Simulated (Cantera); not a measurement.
Charge: 1 mol C₂H₆, 2.8 mol CO₂, 0.23 mol N₂, 0.024 mol NH₃, held at 1102 °C and 10000 Pa.

Equilibrium computed with Cantera from the NASA thermochemical tables; the gas is ideal and each condensed phase is pure. Candidate condensed phases: C, C₆H₆, C₇H₈, C₈H₁₈, H₂O; 136 gas species. Kinetics and transport are ignored.

Q: What is the equilibrium state?

A: 
| Quantity | Result |
|---|---|
| x(CO) | 0.549 |
| x(H₂) | 0.322 |
| x(H₂O) | 0.0542 |
| x(CO₂) | 0.0448 |
| x(N₂) | 0.0300 |
| x(H) | 6.14e-6 |
| gas amount | 8.078 mol |
| log10 activity of C(graphite) (absent) | -2.82 |
